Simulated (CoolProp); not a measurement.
Vapour-liquid equilibrium of C2F6 (R116) (1) + propane (2) at 0.245 MPa; x and y are mole fractions of (1).

Computed with CoolProp (multi-fluid Helmholtz-energy mixture model, Lemmon 2006 and Lemmon 2009; pair parameters Bell 2016).

Q: Give the bubble temperature and the first vapour's composition at x = 0.35, 0.425, 0.95. Is there an azeotrope?

A: x = 0.35: -57.5 °C, y = 0.816; x = 0.425: -57.6 °C, y = 0.817; x = 0.95: -59.8 °C, y = 0.956. No azeotrope shows between x = 0.05 and 0.95.

The pair parameters rest on a limited set of measurements; away from them the model extrapolates. With so large a gap from Raoult's law the liquid may split in two, which this calculation doesn't test in full.
